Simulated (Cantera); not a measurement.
Feed: 1 mol TiO2, 0.26 mol MgCl2, 0.81 mol O2, held at 1200 °C.

Cantera equilibrium calculation (NASA polynomials, part measured and part estimated; ideal gas, pure solids and liquids). Candidate condensed phases: Mg, MgCl2, MgO, MgTiO3, MgTi2O5, Mg2TiO4, Ti, TiCl2, TiCl3, TiCl4, TiO, TiO2, Ti2O3, Ti3O5, Ti4O7; 20 gas species. Mutual solubility and eutectic melting of coexisting phases are not modelled. Condensed phases not in the tables: alloys, solid solutions and most ternary compounds. Equilibrium is a limit: real reactors are often held back by kinetics, nucleation or transport.

log p: log10 of the partial pressure in bar; n: condensed amount in mol.

```tsv
P (Pa)	log p O2	log p Cl	log p Cl2	log p MgCl2	log p ClO	n MgTi2O5(s)	n TiO2(rutile)
10	-4.24	-4.39	-6.16	-5.97	(withheld)	0.247	0.506
42	-3.60	-3.82	-5.00	-5.12	(withheld)	0.239	0.522
180	-2.95	-3.28	-3.93	-4.38	(withheld)	0.234	0.531
750	-2.31	-2.83	-3.03	-3.79	(withheld)	0.237	0.525
3200	-1.66	-2.43	-2.23	-3.32	(withheld)	0.245	0.510
13000	-1.04	-2.08	-1.53	-2.94	(withheld)	0.251	0.497
56000	-0.40	-1.74	-0.85	-2.58	(withheld)	0.255	0.489
240000	0.24	-1.41	-0.20	-2.24	(withheld)	0.258	0.485
1000000	0.86	-1.10	0.43	-1.92	(withheld)	0.259	0.482
```

Task: Fill in the missing entries.

Result: 
- 10, log p ClO: -8.11
- 42, log p ClO: -7.21
- 180, log p ClO: -6.35
- 750, log p ClO: -5.58
- 3200, log p ClO: -4.85
- 13000, log p ClO: -4.19
- 56000, log p ClO: -3.53
- 240000, log p ClO: -2.89
- 1000000, log p ClO: -2.26
